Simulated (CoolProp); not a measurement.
A closed Brayton cycle with nitrogen: compressor inlet 310.15 K and 3.6 MPa, high pressure 12.2 MPa, turbine inlet 635 K, compressor efficiency 0.85, turbine efficiency 0.85, recuperator effectiveness 0.8 (on enthalpy, no pinch check). Each further row changes one setting.

Values from CoolProp's reference Helmholtz-energy equation of state, Span 2000.

```
case                           thermal efficiency (%)  net work (kJ/kg)  compressor to turbine work  compressor exit (K)  turbine exit (K)
-----------------------------  ----------------------  ----------------  --------------------------  -------------------  ----------------
as stated                                           …              8.63                        0.95                464.0             478.4
turbine inlet 585 K                              -3.8             -5.16                         1.0                464.0             439.4
compressor inlet 320.15 K                         1.8              3.17                        0.98                478.7             478.4
high pressure 10.4 MPa                            8.5              14.3                        0.91                440.7                 …
recuperator effectiveness 0.5                       …              8.63                        0.95                464.0             478.4
```

Problem. Some entries are withheld; supply them.

Solution. 
- as stated, thermal efficiency (%): 4.9
- high pressure 10.4 MPa, turbine exit (K): 496.2
- recuperator effectiveness 0.5, thermal efficiency (%): 4.7
